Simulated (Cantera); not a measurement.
Premixed flame

A freely propagating, adiabatic, planar premixed flame of 10.9 % CH4, 1.75 % H2, 17.5 % O2, 69.9 % N2, equivalence ratio 1.3, unburnt at 500 K and 180 Torr; mixture-averaged transport, grid criteria slope 0.08 and curve 0.16, no radiation.

Detailed kinetics in Cantera: GRI-Mech 3.0 (53 species, 325 reactions). Burning velocities carry a grid error of a few per cent, more on coarse grids.

| z (mm) | T (K) | u (m/s) | x CH4 | x H2 | x O2 | x CH2CO | x O | x HO2 |
|---|---|---|---|---|---|---|---|---|
| -4.05 | 500 | 1.01 | 0.109 | 0.0186 | 0.174 | <1e-8 | <1e-8 | 8.53e-8 |
| -2.70 | 502 | 1.02 | 0.109 | 0.0212 | 0.174 | <1e-8 | <1e-8 | 1.75e-6 |
| -2.03 | 511 | 1.04 | 0.108 | 0.0249 | 0.173 | 4.22e-8 | 2.70e-8 | 1.07e-5 |
| -1.35 | 591 | 1.21 | 0.102 | 0.0327 | 0.167 | 1.25e-6 | 5.70e-7 | 4.96e-5 |
| -0.675 | 1029 | 2.15 | 0.0707 | 0.0455 | 0.132 | 4.02e-5 | 2.34e-5 | 5.96e-5 |
| -0.338 | 1422 | 3.01 | 0.0384 | 0.0516 | 0.0903 | 0.000131 | 0.000141 | 0.000102 |
| 0 | 1763 | 3.78 | 0.0107 | 0.0528 | 0.0453 | 0.000133 | 0.000548 | 5.69e-5 |
| 0.338 | 1923 | 4.13 | 0.00136 | 0.0480 | 0.0182 | 3.08e-5 | 0.00111 | 8.00e-6 |
| 0.675 | 1965 | 4.22 | 0.000107 | 0.0440 | 0.00758 | 2.83e-6 | 0.00140 | 1.05e-6 |
| 1.35 | 1983 | 4.24 | 5.52e-7 | 0.0430 | 0.00290 | 2.48e-8 | 0.00139 | 3.42e-7 |
| 2.70 | 1996 | 4.26 | <1e-8 | 0.0440 | 0.00210 | <1e-8 | 0.00125 | 2.65e-7 |
| 5.40 | 2014 | 4.29 | <1e-8 | 0.0442 | 0.00178 | <1e-8 | 0.00106 | 2.28e-7 |
| 10.8 | 2039 | 4.33 | <1e-8 | 0.0440 | 0.00137 | <1e-8 | 0.000808 | 1.82e-7 |
x: mole fraction of selected species; z is measured from the peak of heat release.

```json
{
 "laminar_burning_velocity": "101 cm/s",
 "thermal_thickness": "1.35 mm",
 "peak x(CH2CO)": "0.000160",
 "peak x(O)": "0.00143",
 "peak x(HO2)": "0.000103",
 "grid_points": "153"
}
```
